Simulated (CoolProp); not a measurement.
Vapour-liquid equilibrium of R134a (1) + methanol (2) at -8.65 °C; x and y are mole fractions of (1).

Model: multi-fluid Helmholtz-energy mixture model, Tillner-Roth 1994 and de Reuck 1993; pair parameters Bell 2016, in CoolProp.

```csv
x,bubble pressure (MPa),y at the bubble point,dew pressure at overall composition x (MPa),liquid density (mol/L)
0.05,0.04567,0.950,?,24.63
0.2,0.1084,0.980,0.002877,?
0.35,0.1306,0.984,0.003537,19.99
0.5,?,0.986,0.004595,18.07
0.65,0.1573,0.989,0.006558,16.36
0.8,0.1758,?,?,14.82
0.95,?,?,0.04523,13.41
```

Problem. Some entries are withheld; supply them.

Solution. 
- 0.05, dew pressure at overall composition x (MPa): 0.002426
- 0.2, liquid density (mol/L): 22.16
- 0.5, bubble pressure (MPa): 0.1435
- 0.8, y at the bubble point: 0.992
- 0.8, dew pressure at overall composition x (MPa): 0.01146
- 0.95, bubble pressure (MPa): 0.2011
- 0.95, y at the bubble point: 0.998

No azeotrope shows between x = 0.05 and 0.95.

The pair parameters rest on a limited set of measurements; away from them the model extrapolates. With so large a gap from Raoult's law the liquid may split in two, which this calculation doesn't test in full.
